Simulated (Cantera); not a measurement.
## Thermodynamics of boron, boron nitride and boron oxide, feed BF₃ + H₂

Charge: 1 mol BF₃, 5.3 mol H₂, held at 76.0 Pa.

Method: chemical equilibrium by Gibbs-energy minimisation in Cantera with the NASA 1993 tables (ideal gas, pure condensed phases). Candidate condensed phases: B; 20 gas species. The tables' values for BF₂ are old estimates; treat these amounts as uncertain. The numbers say what is thermodynamically allowed, not how fast it happens.

From 925 K to 1425 K nothing is condensed. The main B-bearing gas is BF₃ throughout.

```csv
T (K),x H₂,x BF₃,x HF,x BF₂,x BHF₂,x BF,x H,x BH₂
925,0.841,0.158,0.000469,8.38e-7,0.000468,4.17e-10,8.66e-9,<1e-12
975,0.841,0.158,0.000710,3.38e-6,0.000706,4.22e-9,3.80e-8,2.18e-12
1025,0.840,0.158,0.00103,1.19e-5,0.00102,3.39e-8,1.45e-7,1.54e-11
1075,0.840,0.157,0.00146,3.68e-5,0.00142,2.22e-7,4.88e-7,8.96e-11
1125,0.839,0.157,0.00200,0.000102,0.00190,1.21e-6,1.48e-6,4.36e-10
1175,0.839,0.156,0.00271,0.000258,0.00244,5.58e-6,4.07e-6,1.78e-9
1225,0.838,0.155,0.00365,0.000588,0.00301,2.18e-5,1.03e-5,6.12e-9
1275,0.836,0.154,0.00492,0.00122,0.00355,7.21e-5,2.45e-5,1.76e-8
1325,0.835,0.152,0.00670,0.00231,0.00398,0.000203,5.42e-5,4.19e-8
1375,0.832,0.150,0.00923,0.00400,0.00424,0.000491,0.000113,8.38e-8
1425,0.829,0.146,0.0128,0.00642,0.00432,0.00104,0.000225,1.44e-7
```
x: gas mole fraction; nothing condenses.
